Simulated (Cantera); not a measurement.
Charge: 1 mol Fe₂O₃, a varied amount of C, 2.9 mol CO, equilibrated at 0.0210 bar.

Equilibrium computed with Cantera from the NASA thermochemical tables; the gas is ideal and each condensed phase is pure. Candidate condensed phases: C, Fe, Fe(CO)₅, FeO, Fe₂O₃, Fe₃O₄; 15 gas species. Each liquid is taken as pure. Iron dissolves carbon and melts from about 1420 K in contact with it, which pure phases cannot show. Mutual solubility and eutectic melting of coexisting phases are not modelled. The tables' stoichiometric FeO is somewhat more stable than real wüstite, so its field is too wide. FeO: taken at fixed stoichiometry. Condensed phases not in the tables: cementite and carbon dissolved in iron. Kinetics and transport are ignored.

Stable condensed phases, one row left out:

```
T in °C \ n(C) in mol
         0.33  0.8  1.3  1.7  2.2  2.7  3.2  3.6  4.1  4.6    5
   2350     A    A    A    A    A    A    B    B    B    B    B
   2250     C    C    A    A    A    A    B    B    B    B    B
   2150     C    C    C    C    A    A    B    B    B    B    B
   1950     C    C    C    D    D    E    F    F    F    F    F
   1850     C    C    D    D    D    E    F    F    F    F    F
   1750     C    D    D    D    D    E    F    F    F    F    F
   1650     C    D    D    D    D    E    F    F    F    F    F
   1550     C    D    D    D    D    E    F    F    F    F    F
   1450     C    D    D    D    D    E    F    F    F    F    F
   1350     C    D    D    D    D    E    F    F    F    F    F
   1250     C    D    D    D    D    E    F    F    F    F    F
```

A: gas only; B: C; C: FeO; D: Fe + FeO; E: Fe; F: C + Fe.

### Question
Give the row for 2050 °C.

### Answer
0.33: FeO; 0.8: FeO; 1.3: FeO; 1.7: FeO; 2.2: FeO; 2.7: gas only; 3.2: C; 3.6: C; 4.1: C; 4.6: C; 5: C.
